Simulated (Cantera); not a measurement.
A closed system holds: 1 mol Si₂H₆, 19 mol H₂O, 2.2 mol N₂, 1.6 mol CO₂, equilibrated at 1.00 bar.

Cantera equilibrium calculation (NASA polynomials, part measured and part estimated; ideal gas, pure solids and liquids). Candidate condensed phases: C, C₆H₆, C₇H₈, C₈H₁₈, H₂O, Si, SiC, SiO₂, Si₂N₂O, Si₃N₄; 151 gas species. The feed counts by its element totals alone. The tables hold silica as quartz up to 1696 K and as liquid above; real silica turns to tridymite and cristobalite and melts near 1996 K. Gases not in the tables: Si(OH)₄. Equilibrium is a limit: real reactors are often held back by kinetics, nucleation or transport.

Problem. Which condensed phases are stable at each of these points (T (K)): 800, 850, 900, 950, 1000, 1050, 1100, 1150, 1200, 1250?

Solution. 
| T (K) | condensed phases | Si condensed (%) |
|---|---|---|
| 800 | SiO₂(α-quartz) | 100.0 |
| 850 | SiO₂(β-quartz) | 100.0 |
| 900 | SiO₂(β-quartz) | 100.0 |
| 950 | SiO₂(β-quartz) | 100.0 |
| 1000 | SiO₂(β-quartz) | 100.0 |
| 1050 | SiO₂(β-quartz) | 100.0 |
| 1100 | SiO₂(β-quartz) | 100.0 |
| 1150 | SiO₂(β-quartz) | 100.0 |
| 1200 | SiO₂(β-quartz) | 100.0 |
| 1250 | SiO₂(β-quartz) | 100.0 |

At 800 K the condensed part is SiO₂(α-quartz). From 850 K to 1250 K the condensed part is SiO₂(β-quartz).
